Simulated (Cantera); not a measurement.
An adiabatic, constant-volume homogeneous reactor starts with 7.87 % CH3OH, 7.78 % O2, 63.8 % N2, 20.5 % H2O, equivalence ratio 1.5, at 1750 K and 4.00 bar.

Model: GRI-Mech 3.0 (53 species, 325 reactions), integrated in Cantera. GRI-Mech 3.0 was tuned for natural gas; its chemistry of methanol as a main component is partial and can be far from experiment.

Question: Predict: time of steepest temperature rise; temperature at 9.00 s; equilibrium temperature; x(O2) at 9.00 s; x(H2O) at 9.00 s; x(CO2) at 9.00 s; x(CH2O) at 9.00 s.

Answer: 
```
Quantity                                                               Value
---------------------------------  -----------------------------------------
time of steepest temperature rise                                    5.78 µs
temperature at 9.00 s                                                 2585 K
equilibrium temperature                                               2585 K
x(O2) at 9.00 s                    0.000574 (gas-phase equilibrium 0.000574)
x(H2O) at 9.00 s                         0.288 (gas-phase equilibrium 0.288)
x(CO2) at 9.00 s                       0.0373 (gas-phase equilibrium 0.0373)
x(CH2O) at 9.00 s                    3.84e-9 (gas-phase equilibrium 3.84e-9)
```
